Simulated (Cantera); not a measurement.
Chemical vapour transport: Al + H₂O + H₂

Feed: 1 mol Al, 0.44 mol H₂O, 0.044 mol H₂, held at 0.0100 bar.

These are equilibrium values from Cantera (NASA tables, ideal gas, pure condensed phases), not measurements of a reactor. Candidate condensed phases: Al, Al₂O₃, H₂O; 19 gas species. Mutual solubility and eutectic melting of coexisting phases are not modelled. Equilibrium is a limit: real reactors are often held back by kinetics, nucleation or transport.

From 577 °C to 627 °C the condensed part is Al(s) + Al₂O₃(s). From 677 °C to 1127 °C the condensed part is Al(l) + Al₂O₃(s).

```csv
T (°C),x H₂,x Al,x Al₂O,x H,x AlH,n Al(s),n Al₂O₃(s),n Al(l)
577,1.00,5.60e-12,<1e-12,2.05e-10,5.83e-11,0.707,0.147,0
627,1.00,7.24e-11,1.10e-12,1.17e-9,4.27e-10,0.707,0.147,0
677,1.00,6.95e-10,1.82e-11,5.56e-9,2.46e-9,0,0.147,0.707
727,1.00,5.07e-9,2.11e-10,2.27e-8,1.13e-8,0,0.147,0.707
777,1.00,3.04e-8,1.93e-9,8.11e-8,4.48e-8,0,0.147,0.707
827,1.000,1.55e-7,1.43e-8,2.59e-7,1.56e-7,0,0.147,0.707
877,1.000,6.84e-7,8.88e-8,7.46e-7,4.88e-7,0,0.147,0.707
927,1.000,2.66e-6,4.70e-7,1.97e-6,1.38e-6,0,0.147,0.707
977,1.000,9.24e-6,2.17e-6,4.83e-6,3.59e-6,0,0.147,0.707
1027,1.000,2.92e-5,8.87e-6,1.11e-5,8.64e-6,0,0.147,0.707
1077,1.000,8.43e-5,3.25e-5,2.38e-5,1.95e-5,0,0.147,0.707
1127,1.000,0.000226,0.000108,4.86e-5,4.13e-5,0,0.147,0.706
```
x: gas mole fraction; n: condensed amount in mol.
